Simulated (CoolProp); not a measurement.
A single-stage vapour-compression cycle with sulfur dioxide: evaporating at 264.15 K (dew point), condensing at 332.15 K (bubble point), superheat 8 K, subcooling 5 K, compressor efficiency 0.75, no pressure losses. Each further row changes one setting.

Model: reference Helmholtz-energy equation of state, Gao 2016, in CoolProp.

| case | cooling COP | pressure ratio | discharge temperature (K) | refrigerating effect (kJ/kg) | volumetric capacity (kJ/m³) |
|---|---|---|---|---|---|
| as stated | 2.26 | 10.1 | 480.9 | 306 | 941 |
| evaporating temperature 269.15 K | 2.54 | 8.16 | ___ | ___ | 1160 |
| condensing temperature 327.15 K | ___ | ___ | ___ | 313 | 964 |
| subcooling 10 K | 2.32 | 10.1 | 480.9 | 313 | 964 |
| superheat 18 K | 2.23 | 10.1 | 496.4 | 312 | 924 |
| compressor efficiency 0.65 | 1.96 | 10.1 | 508.4 | 306 | 941 |

### Question
What belongs in the gaps?

### Answer

- evaporating temperature 269.15 K, discharge temperature (K): 465.7
- evaporating temperature 269.15 K, refrigerating effect (kJ/kg): 308
- condensing temperature 327.15 K, cooling COP: 2.49
- condensing temperature 327.15 K, pressure ratio: 8.86
- condensing temperature 327.15 K, discharge temperature (K): 467.0
